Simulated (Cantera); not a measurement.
Input (Python, Cantera) and output of one run.

```python
import numpy as np
import cantera as ct

gas_names = """
    B BH BH2 BH3 BN BO BO2 B2 B2O B2O2 B2O3 B3O3H3 H HBO HBO2 HNO HNO2 HNO3 HO2 H2 H2O H2O2 H3B3O6 N NH
    NH2 NH3 NH2OH NO NO2 NO3 N2 N2H2 N2H4 N2O O OH O2 O3
""".split()
cond_names = """
    B(b) B(L) BN(s) B2O3(L) B3O3H3(cr) H2O(s) H2O(L)
""".split()


# ... load() reads the species with a 1 bar reference pressure and builds the phases ...
atoms = {
    'B2O3': {'B': 2, 'O': 3},
    'H2O': {'H': 2, 'O': 1},
    'N2': {'N': 2},
}
top_T = {'BN(s)': 3200}  # K; cautious upper limits of use, not melting points


# ... equilibrate(T, P, feed) seeds the gas with the atoms and calls Mixture.equilibrate('TP', solver="vcs", rtol=1e-11, max_steps=5000) ...
results = []
feed = {'B2O3': 1, 'H2O': 0.43, 'N2': 3}  # mol
T = 1223  # K
P = 970  # Pa
mix = equilibrate(T, P, feed)
results.append((T, P, feed, dict(zip(mix.species_names, mix.species_moles))))
print(gas.report(threshold=0.0001))
for i in range(1, mix.n_phases):
    print(f"{mix.phase(i).name:16s} {mix.phase_moles(i):12.5e} mol")
```

Result:

```
       temperature   1223 K
          pressure   970 Pa
           density   0.0025616 kg/m^3
  mean mol. weight   26.853 kg/kmol
   phase of matter   gas

                          1 kg             1 kmol
                     ---------------   ---------------
          enthalpy            -86638       -2.3265e+06  J
   internal energy       -4.6531e+05       -1.2495e+07  J
           entropy             10348        2.7788e+05  J/K
    Gibbs function       -1.2743e+07       -3.4218e+08  J
 heat capacity c_p            1310.2             35184  J/K
 heat capacity c_v            1000.6             26870  J/K

                      mass frac. Y      mole frac. X     chem. pot. / RT
                     ---------------   ---------------   ---------------
              HBO2         0.0066617         0.0040827           -98.233
               H2O          0.082509           0.12299           -56.044
                N2           0.91059           0.87286           -30.179
     [  +36 minor]        0.00023713        6.6193e-05

B(b)              0.00000e+00 mol
BN(s)             0.00000e+00 mol
B2O3(L)           9.92742e-01 mol
B3O3H3(cr)        0.00000e+00 mol
```

These are equilibrium values from Cantera (NASA tables, ideal gas, pure condensed phases), not measurements of a reactor. Gases not in the tables: H3BO3.
